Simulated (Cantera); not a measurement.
Input: 1 mol Si₃N₄, 1.9 mol H₂, equilibrated at 1475 K.

Equilibrium computed with Cantera from the NASA thermochemical tables; the gas is ideal and each condensed phase is pure. Candidate condensed phases: Si, Si₃N₄; 18 gas species. Mutual solubility and eutectic melting of coexisting phases are not modelled. Kinetics and transport are ignored.

log p: log10 of the partial pressure in bar; n: condensed amount in mol.

```json
[
 {"P (Pa)": "1", "log p H₂": "-5.31", "log p N₂": "-5.29", "log p H": "-7.54", "log p Si": "-8.24", "n Si(s)": "3.00", "n Si₃N₄(s)": "0"},
 {"P (Pa)": "5.20", "log p H₂": "___", "log p N₂": "-4.57", "log p H": "___", "log p Si": "-8.24", "n Si(s)": "3.00", "n Si₃N₄(s)": "0"},
 {"P (Pa)": "27", "log p H₂": "-3.62", "log p N₂": "-4.54", "log p H": "-6.70", "log p Si": "-8.24", "n Si(s)": "0.340", "n Si₃N₄(s)": "0.887"},
 {"P (Pa)": "140", "log p H₂": "-2.86", "log p N₂": "-4.54", "log p H": "-6.32", "log p Si": "-8.24", "n Si(s)": "0.0597", "n Si₃N₄(s)": "0.980"},
 {"P (Pa)": "720", "log p H₂": "-2.14", "log p N₂": "-4.54", "log p H": "-5.96", "log p Si": "-8.24", "n Si(s)": "0.0114", "n Si₃N₄(s)": "0.996"},
 {"P (Pa)": "3700", "log p H₂": "___", "log p N₂": "-4.54", "log p H": "___", "log p Si": "-8.24", "n Si(s)": "___", "n Si₃N₄(s)": "0.999"},
 {"P (Pa)": "19000", "log p H₂": "-0.72", "log p N₂": "-4.54", "log p H": "-5.25", "log p Si": "-8.24", "n Si(s)": "0.000429", "n Si₃N₄(s)": "1.000"},
 {"P (Pa)": "100000", "log p H₂": "0.00", "log p N₂": "-4.54", "log p H": "-4.89", "log p Si": "-8.24", "n Si(s)": "0", "n Si₃N₄(s)": "1.000"}
]
```

Problem. Fill in the missing entries.

Solution. 
- 3700, log p H₂: -1.43
- 3700, log p H: -5.60
- 3700, n Si(s): 0.00221
- 5.20, log p H₂: -4.60
- 5.20, log p H: -7.19
